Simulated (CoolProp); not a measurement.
Vapour-liquid equilibrium of n-perfluorobutane (1) + R365MFC (2) at 349.6 K; x and y are mole fractions of (1).

Model: multi-fluid Helmholtz-energy mixture model, Gao 2022 and Lemmon 2016; pair parameters Bell 2016, in CoolProp.

Q: Give the bubble pressure and the first vapour's composition at x = 0.125, 0.65, 0.875. Is there an azeotrope?

A: x = 0.125: 5.814 bar, y = 0.468; x = 0.65: 9.573 bar, y = 0.775; x = 0.875: 10.41 bar, y = 0.899. No azeotrope shows between x = 0.05 and 0.95.

Pair parameters are fitted to limited data, so mixtures are less certain than the pure fluids.
